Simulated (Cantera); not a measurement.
Charge: 1 mol LiCl, 3.2 mol N₂, equilibrated at 61.0 mbar.

Method: chemical equilibrium by Gibbs-energy minimisation in Cantera with the NASA 1993 tables (ideal gas, pure condensed phases). Candidate condensed phases: Li, LiCl, Li₃N; 10 gas species. Equilibrium is a limit: real reactors are often held back by kinetics, nucleation or transport.

Task: Which condensed phases are stable at each of these points (T (K)): 1173, 1248, 1323, 1398, 1473, 1548, 1623, 1698, 1773, 1848, 1923, 1998, 2073?

Result: 
```csv
T (K),condensed phases,Li condensed (%)
1173,LiCl(l),14.1
1248,gas only,0.0
1323,gas only,0.0
1398,gas only,0.0
1473,gas only,0.0
1548,gas only,0.0
1623,gas only,0.0
1698,gas only,0.0
1773,gas only,0.0
1848,gas only,0.0
1923,gas only,0.0
1998,gas only,0.0
2073,gas only,0.0
```

At 1173 K the condensed part is LiCl(l). From 1248 K to 2073 K nothing is condensed.
